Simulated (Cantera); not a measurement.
Input (Python, Cantera) and output of one run.

```python
import numpy as np
import cantera as ct

gas_names = [...]  # 136 gases of nasa_gas.yaml made of C, H, N, O
cond_names = """
    C(gr) C6H6(L) C7H8(L) C8H18(L),n-octa H2O(s) H2O(L)
""".split()


# ... load() reads the species with a 1 bar reference pressure and builds the phases ...
atoms = {
    'CH3OH': {'C': 1, 'H': 4, 'O': 1},
    'H2': {'H': 2},
    'N2': {'N': 2},
    'CO2': {'C': 1, 'O': 2},
}
top_T = {'C(gr)': 4500}  # K; cautious upper limits of use, not melting points


# ... equilibrate(T, P, feed) seeds the gas with the atoms and calls Mixture.equilibrate('TP', solver="vcs", rtol=1e-11, max_steps=5000) ...
results = []
feed = {'CH3OH': 1, 'H2': 11, 'N2': 0.27, 'CO2': 0.45}  # mol
T = 1000  # K
for P in [10, 46, 220, 1000, 4600, 22000, 100000, 460000, 2200000, 10000000]:
    mix = equilibrate(T, P, feed)
    results.append((T, P, feed, dict(zip(mix.species_names, mix.species_moles))))

top = {s: max(r[3][s] / sum(r[3][g] for g in gas_names) for r in results) for s in gas_names}
cols = sorted((s for s in top if top[s] > 0.0001), key=lambda s: -top[s])[:7]
seen = [c for c in cond_names if any(r[3].get(c, 0) > 1e-12 for r in results)]
print("log10 of partial pressures in bar; condensed amounts in mol")
print(f"{'P/Pa':>10s}" + "".join(f"{s[:9]:>10s}" for s in cols + seen))
for T, P, feed, n in results:
    ng = sum(n[g] for g in gas_names)
    print(f"{P:10.4g}" + "".join(f"{np.log10(max(n[s] / ng * P / 1e5, 1e-99)):10.3f}" for s in cols)
          + "".join(f"{n.get(c, 0):10.4g}" for c in seen))
```

Result:

```
log10 of partial pressures in bar; condensed amounts in mol
      P/Pa        H2       H2O       CH4        CO        N2       CO2       NH3
        10    -4.067    -5.578   -13.072    -5.025    -5.737    -6.380   -12.204
        46    -3.404    -4.916   -11.083    -4.363    -5.074    -5.717   -10.878
       220    -2.725    -4.236    -9.044    -3.683    -4.394    -5.037    -9.519
      1000    -2.067    -3.578    -7.072    -3.025    -3.737    -4.380    -8.204
      4600    -1.404    -2.913    -5.087    -2.363    -3.074    -3.715    -6.879
   2.2e+04    -0.727    -2.185    -3.117    -1.698    -2.391    -2.999    -5.521
     1e+05    -0.084    -1.273    -1.559    -1.156    -1.714    -2.187    -4.219
   4.6e+05     0.539    -0.289    -0.424    -0.906    -1.010    -1.577    -2.932
   2.2e+06     1.188     0.533     0.414    -1.192    -0.313    -1.690    -1.610
     1e+07     1.839     1.207     1.090    -1.797     0.313    -2.271    -0.320
```

Equilibrium computed with Cantera from the NASA thermochemical tables; the gas is ideal and each condensed phase is pure. The ideal-gas law is rough above about 30 bar.
